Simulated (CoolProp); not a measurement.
A simple Rankine cycle with propane: condensing at 289.15 K, boiler at 3.05 MPa, turbine inlet 391.7 K, turbine efficiency 0.65, pump efficiency 0.6, no recuperator. Each further row changes one setting.

Model: reference Helmholtz-energy equation of state, Lemmon 2009, in CoolProp.

| case | thermal efficiency (%) | net work (kJ/kg) | heat in (kJ/kg) | turbine exit temperature (K) | volume ratio over the turbine |
|---|---|---|---|---|---|
| as stated | 8.9 | 44.4 | 500 | 343.6 | 4.29 |
| turbine inlet 411.7 K | 9.0 | 49.5 | 551 | 366.4 | 4.18 |
| condensing temperature 281.15 K | 10.0 | 52.2 | 521 | 337.6 | 5.35 |
| boiler pressure 2.13 MPa | 7.1 | 37.3 | 524 | 359.2 | 2.87 |
| turbine efficiency 0.55 | 7.3 | 36.4 | 500 | 347.6 | 4.36 |
